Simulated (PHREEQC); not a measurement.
Solution (80 °C): 18 mmol/kgw HF, 2.4 mmol/kgw Na2SO4 and 1.5 mmol/kgw KCl. Closed to the air; pH follows from the charge balance.

Equilibrium calculation in PHREEQC: ion-association model, wateq4f.dat.

### Question
The ionic strength comes out as 0.00963 mol/kgw. What activity coefficients do K+, H+, SO4-2, KSO4-, HF2- get?

### Answer
K+ 0.89, H+ 0.91, SO4-2 0.64, KSO4- 0.90, HF2- 0.89.

No solid was allowed to form. Constants without temperature data keep their 25 °C values here.
